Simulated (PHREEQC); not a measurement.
Dissolve 0.34 mmol/kgw Ca(HCO3)2, 37 mmol/kgw Na2SO4 and 0.17 mmol/kgw NaCl at 25 °C. Closed to the air; pH follows from the charge balance.

Computed with PHREEQC (ion-association model, phreeqc.dat).

This is a speciation only: nothing precipitates in the calculation.

Order these Ca species by the share of Ca that they hold, largest first: CaHCO3+, CaSO4, Ca+2.

Ca+2 (55 %), CaSO4 (45 %), CaHCO3+ (0.17 %)

The pH is 8.01 and the ionic strength 0.103 mol/kgw.
